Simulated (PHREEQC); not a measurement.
1 kg of water holding 64 mmol/kgw NaCl and 0.41 mmol/kgw Na2B4O7 is evaporated at 25 °C; the solids stay in contact with the brine. CO2 from the air is kept out. Only these solids could form: Halite, Borax, Boric_acid,s, NaBO2:4H2O, NaB5O8:5H2O, Teepleite.

The numbers come from PHREEQC with the Pitzer model, pitzer.dat.

```
water left (kg)  ionic strength  water activity  Halite (mol)  Borax (mol)  B in solution (mol/kgw)  Na in solution (mol/kgw)
---------------  --------------  --------------  ------------  -----------  -----------------------  ------------------------
1                        0.0648           0.998             0            0                  0.00164                    0.0648
0.6755                   0.0960           0.997             0            0                  0.00243                    0.0960
0.5552                    0.117           0.996             0            0                  0.00295                     0.117
0.375                     0.173           0.994             0            0                  0.00437                     0.173
0.3082                    0.210           0.993             0            0                  0.00532                     0.210
0.2082                    0.311           0.990             0            0                  0.00788                     0.311
0.1407                    0.461           0.985             0            0                   0.0117                     0.461
0.1156                    0.561           0.981             0            0                   0.0142                     0.561
0.07809                   0.830           0.972             0            0                   0.0210                     0.830
0.06418                    1.01           0.966             0            0                   0.0256                      1.01
0.04335                    1.50           0.950             0            0                   0.0378                      1.50
0.03564                    1.82           0.938             0            0                   0.0460                      1.82
0.02408                    2.69           0.905             0            0                   0.0681                      2.69
0.01628                    3.99           0.853             0            0                    0.101                      3.98
0.01338                    4.85           0.815             0            0                    0.123                      4.84
0.009045                   6.21           0.751       0.00875            0                    0.181                      6.20
0.00744                    6.22           0.751        0.0186      3.22e-5                    0.203                      6.21
0.005014                   6.22           0.751        0.0334     0.000155                    0.203                      6.21
```

Halite from water left = 0.009045 kg (pH 8.27); Borax from water left = 0.00744 kg (pH 8.28).
